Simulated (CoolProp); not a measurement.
A single-stage vapour-compression cycle with the fluid: evaporating at 227.15 K (dew point), condensing at 268.15 K (bubble point), superheat 5 K, subcooling 2 K, compressor efficiency 0.7, no pressure losses. The same conditions are run with several fluids, on thermodynamics alone (safety and materials aside).

Computed with CoolProp (reference Helmholtz-energy equation of state of each fluid (R125: Lemmon 2005; R507A: Lemmon 2003; R152A: Outcalt 1996; isobutene: Lemmon 2005; nitrous oxide: Lemmon 2006; R13: Platzer 1990)). The equations of Platzer and Polt are older, rougher fits. Blends and air are pseudo-pure fits.

Rank R125, R507A, R152A, isobutene, nitrous oxide, R13 by cooling COP, highest first.

isobutene (3.41), R152A (3.37), R507A (3.24), R125 (3.20), nitrous oxide (2.98), R13 (2.93)

```tsv
fluid	pressure ratio	discharge temperature (K)	refrigerating effect (kJ/kg)	volumetric capacity (kJ/m³)
R125	5.09	290.7	121	880
R507A	5.06	296.5	150	843
R152A	6.41	323.4	290	347
isobutene	6.77	304.0	349	166
nitrous oxide	3.63	338.5	250	4760
R13	3.56	297.6	91.7	2720
```
